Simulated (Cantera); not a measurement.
A Cantera script and what it prints.

```python
import numpy as np
import cantera as ct

gas_names = """
    CL CL2 H HCL H2 N NH NH2 NH3 N2 N2H2 N2H4 Si SiCL SiCL2 SiCL3 SiCL4 SiH SiHCL3 SiH2 SiH2CL2 SiH3
    SiH3CL SiH4 SiN Si2 Si2N Si3
""".split()
cond_names = """
    NH4CL(a) NH4CL(b) Si(cr) Si(L) Si3N4(a)
""".split()


# ... load() reads the species with a 1 bar reference pressure and builds the phases ...
atoms = {
    'Si2H6': {'Si': 2, 'H': 6},
    'Cl2': {'CL': 2},
    'N2': {'N': 2},
}
top_T = {'Si3N4(a)': 2400}  # K; cautious upper limits of use, not melting points


# ... equilibrate(T, P, feed) seeds the gas with the atoms and calls Mixture.equilibrate('TP', solver="vcs", rtol=1e-11, max_steps=5000) ...
results = []
T = 1773.15  # K
P = 10000  # Pa
for m in [3.3, 4.5, 6.2, 8.5, 12, 16, 22, 29, 40, 55, 75, 100]:
    feed = {'Si2H6': 1, 'Cl2': 0.6, 'N2': m}  # mol
    mix = equilibrate(T, P, feed)
    results.append((T, P, feed, dict(zip(mix.species_names, mix.species_moles))))

top = {s: max(r[3][s] / sum(r[3][g] for g in gas_names) for r in results) for s in gas_names}
cols = sorted((s for s in top if top[s] > 1e-05), key=lambda s: -top[s])[:9]
seen = [c for c in cond_names if any(r[3].get(c, 0) > 1e-12 for r in results)]
print("log10 of partial pressures in bar; condensed amounts in mol")
print(f"{'n(N2)':>10s}" + "".join(f"{s[:9]:>10s}" for s in cols + seen))
for T, P, feed, n in results:
    ng = sum(n[g] for g in gas_names)
    print(f"{feed['N2']:10.4g}" + "".join(f"{np.log10(max(n[s] / ng * P / 1e5, 1e-99)):10.3f}" for s in cols)
          + "".join(f"{n.get(c, 0):10.4g}" for c in seen))
```

Output:

```
log10 of partial pressures in bar; condensed amounts in mol
     n(N2)        N2        H2       HCL     SiCL2     SiCL3         H        CL     SiCL4    SiHCL3  Si3N4(a)
       3.3    -1.432    -1.339    -1.873    -2.445    -3.893    -4.215    -4.863    -5.112    -5.207    0.5955
       4.5    -1.320    -1.424    -1.937    -2.561    -4.030    -4.257    -4.884    -5.270    -5.387     0.601
       6.2    -1.236    -1.521    -2.018    -2.683    -4.186    -4.306    -4.917    -5.458    -5.591    0.6051
       8.5    -1.174    -1.626    -2.111    -2.806    -4.349    -4.358    -4.958    -5.663    -5.807    0.6081
        12    -1.125    -1.748    -2.225    -2.943    -4.539    -4.419    -5.010    -5.905    -6.057    0.6105
        16    -1.095    -1.855    -2.327    -3.060    -4.704    -4.473    -5.059    -6.118    -6.276    0.6119
        22    -1.069    -1.979    -2.445    -3.191    -4.892    -4.535    -5.116    -6.363    -6.526    0.6131
        29    -1.053    -2.089    -2.553    -3.306    -5.059    -4.590    -5.168    -6.582    -6.748    0.6139
        40    -1.039    -2.220    -2.681    -3.442    -5.258    -4.655    -5.231    -6.844    -7.012    0.6146
        55    -1.028    -2.352    -2.811    -3.577    -5.457    -4.721    -5.295    -7.107    -7.277    0.6151
        75    -1.021    -2.482    -2.940    -3.709    -5.653    -4.786    -5.359    -7.367    -7.539    0.6154
       100    -1.016    -2.604    -3.061    -3.833    -5.836    -4.847    -5.419    -7.610    -7.783    0.6157
```

Equilibrium computed with Cantera from the NASA thermochemical tables; the gas is ideal and each condensed phase is pure. The feed counts by its element totals alone. The tables' values for SiCl3, SiCl are old estimates; treat these amounts as uncertain.
